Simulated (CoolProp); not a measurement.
Vapour-liquid equilibrium of cyclohexane (1) + o-xylene (2) at 314.1 K; x and y are mole fractions of (1).

Model: multi-fluid Helmholtz-energy mixture model, Zhou 2014 and Zhou 2012; pair parameters Bell 2016, in CoolProp.

```
x      bubble pressure (bar)  y at the bubble point  dew pressure at overall composition x (bar)  liquid density (mol/L)
-----  ---------------------  ---------------------  -------------------------------------------  ----------------------
0.05                 0.04035                  0.489                                      0.02273                   8.162
0.125                0.06620                    ___                                      0.02457                   8.221
0.2                  0.08944                  0.802                                      0.02673                   8.281
0.275                 0.1103                  0.852                                      0.02930                   8.341
0.35                  0.1289                  0.884                                      0.03242                   8.403
0.425                 0.1458                  0.906                                      0.03628                   8.466
0.5                   0.1612                  0.923                                      0.04118                   8.530
0.575                 0.1756                  0.937                                      0.04759                   8.597
0.65                  0.1894                  0.949                                      0.05636                   8.665
0.725                 0.2028                  0.960                                          ___                   8.735
0.8                      ___                  0.971                                      0.08881                   8.807
0.875                 0.2305                  0.981                                       0.1234                     ___
0.95                  0.2454                    ___                                          ___                     ___
```

Problem. Complete the blanks.

Solution. 
- 0.125, y at the bubble point: 0.711
- 0.725, dew pressure at overall composition x (bar): 0.06902
- 0.8, bubble pressure (bar): 0.2164
- 0.875, liquid density (mol/L): 8.883
- 0.95, y at the bubble point: 0.992
- 0.95, dew pressure at overall composition x (bar): 0.1905
- 0.95, liquid density (mol/L): 8.961

No azeotrope shows between x = 0.05 and 0.95.

Pair parameters are fitted to limited data, so mixtures are less certain than the pure fluids.
